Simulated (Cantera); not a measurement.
An adiabatic, constant-volume homogeneous reactor starts with H2 : O2 : N2 = 1 : 1.09 : 4.09 (molar parts), equivalence ratio 0.46, at 950 K and 26.6 atm.

Computed with Cantera and the H2/O2 subset of GRI-Mech 3.0, which has no nitrogen chemistry. The hydrogen kinetics of GRI-Mech 3.0 are dated; newer H2 mechanisms differ, most at raised pressure. The pressure lies above the range GRI-Mech 3.0 was tuned for (to about 10 atm).

**Question.** Predict: time of steepest temperature rise; temperature at 3.00 s; equilibrium temperature; x(H2) at 3.00 s; x(O2) at 3.00 s; x(H) at 3.00 s; x(H2O2) at 3.00 s; x(H2O) at 3.00 s; x(OH) at 3.00 s.

**Answer.** 
```
Quantity                                                               Value
---------------------------------  -----------------------------------------
time of steepest temperature rise                                    23.3 ms
temperature at 3.00 s                                                 2389 K
equilibrium temperature                                               2389 K
x(H2) at 3.00 s                    0.000233 (gas-phase equilibrium 0.000233)
x(O2) at 3.00 s                          0.103 (gas-phase equilibrium 0.103)
x(H) at 3.00 s                       2.93e-5 (gas-phase equilibrium 2.93e-5)
x(H2O2) at 3.00 s                    2.41e-6 (gas-phase equilibrium 2.41e-6)
x(H2O) at 3.00 s                         0.174 (gas-phase equilibrium 0.174)
x(OH) at 3.00 s                      0.00395 (gas-phase equilibrium 0.00395)
```
